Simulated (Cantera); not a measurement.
A Cantera script and its output.

```python
import numpy as np
import cantera as ct

gas = ct.Solution("gri30.yaml")
gas.TPX = 1200, 450000, {'CO': 1, 'H2': 1, 'CH4': 0.15, 'O2': 0.765, 'N2': 2.88}
reactor = ct.IdealGasConstPressureReactor(gas, energy="on", clone=False)
net = ct.ReactorNet([reactor])
net.rtol, net.atol = 1e-08, 1e-16
show = ['CO', 'H2', 'CH4', 'CH2', 'NO', 'C2H2']
times = np.geomspace(2e-06, 1, 11)

steps = ct.SolutionArray(gas, extra=["t"])
rows = []
print(f"{'t/s':>10s}{'T/K':>9s}{'P/Pa':>11s}" + "".join(f"{s:>11s}" for s in show))
for t in times:
    while net.time < t:
        t_next = net.step()
        steps.append(gas.state, t=t_next)
    rows.append([np.interp(t, steps.t, y) for y in (steps.T, steps.P, *steps(*show).X.T)])
    print(f"{t:10.3e}{rows[-1][0]:9.1f}{rows[-1][1]:11.4g}" + "".join(f"{x:11.3e}" for x in rows[-1][2:]))
rate = np.gradient(steps.T, steps.t)
print("integrator steps:", len(steps.t))
if steps.T.max() > steps.T[0] + 200:
    print(f"time of steepest temperature rise: {steps.t[rate.argmax()]:.4e} s")
gas.TPX = 1200, 450000, {'CO': 1, 'H2': 1, 'CH4': 0.15, 'O2': 0.765, 'N2': 2.88}
gas.equilibrate("HP")
print(f"equilibrium (HP): T = {gas.T:.1f} K  " + "  ".join(f"{s} {gas[s].X[0]:.3e}" for s in show))
```

It prints:

```
       t/s      T/K       P/Pa         CO         H2        CH4        CH2         NO       C2H2
 2.000e-06   1200.0    4.5e+05  1.726e-01  1.726e-01  2.588e-02  4.563e-16  7.847e-19  2.210e-20
 7.429e-06   1200.0    4.5e+05  1.726e-01  1.726e-01  2.588e-02  5.451e-14  6.679e-17  1.138e-18
 2.759e-05   1206.3    4.5e+05  1.725e-01  1.717e-01  2.563e-02  1.926e-08  2.769e-11  5.608e-11
 1.025e-04   2740.4    4.5e+05  1.455e-01  5.560e-02  2.450e-12  1.918e-12  2.079e-04  7.862e-15
 3.807e-04   2756.3    4.5e+05  1.456e-01  5.566e-02  3.439e-12  2.156e-12  6.928e-04  1.142e-14
 1.414e-03   2751.8    4.5e+05  1.459e-01  5.602e-02  3.579e-12  2.159e-12  1.517e-03  1.177e-14
 5.253e-03   2750.9    4.5e+05  1.459e-01  5.610e-02  3.606e-12  2.159e-12  1.676e-03  1.183e-14
 1.951e-02   2750.9    4.5e+05  1.459e-01  5.610e-02  3.606e-12  2.159e-12  1.676e-03  1.183e-14
 7.248e-02   2750.9    4.5e+05  1.459e-01  5.610e-02  3.606e-12  2.159e-12  1.676e-03  1.183e-14
 2.692e-01   2750.9    4.5e+05  1.459e-01  5.610e-02  3.606e-12  2.159e-12  1.676e-03  1.183e-14
 1.000e+00   2750.9    4.5e+05  1.459e-01  5.610e-02  3.606e-12  2.159e-12  1.676e-03  1.183e-14
integrator steps: 1738
time of steepest temperature rise: 5.0349e-05 s
equilibrium (HP): T = 2750.9 K  CO 1.459e-01  H2 5.610e-02  CH4 4.170e-12  CH2 2.304e-12  NO 1.676e-03  C2H2 1.270e-14
```

Cantera simulation using GRI-Mech 3.0 (53 species, 325 reactions); the numbers are that mechanism's predictions, not measurements.
